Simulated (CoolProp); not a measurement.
Vapour-liquid equilibrium of m-xylene (1) + n-decane (2) at 0.379 bar; x and y are mole fractions of (1).

Model: multi-fluid Helmholtz-energy mixture model, Zhou 2012 and Lemmon 2006; pair parameters Bell 2016, in CoolProp.

```tsv
x	bubble temperature (°C)	y at the bubble point	dew temperature at overall composition x (°C)	liquid density (mol/L)
0.05	136.2	0.130	138.0	4.569
0.15	131.1	0.333	135.7	4.789
0.25	126.8	0.486	133.3	5.022
0.35	123.1	0.604	130.7	5.268
0.45	119.8	0.698	127.9	5.532
0.55	116.8	0.776	124.8	5.815
0.65	114.0	0.840	121.5	6.121
0.75	111.5	0.895	117.8	6.452
0.85	109.1	0.942	113.6	6.812
0.95	106.9	0.982	108.7	7.206
```

No azeotrope shows between x = 0.05 and 0.95.

Pair parameters are fitted to limited data, so mixtures are less certain than the pure fluids.
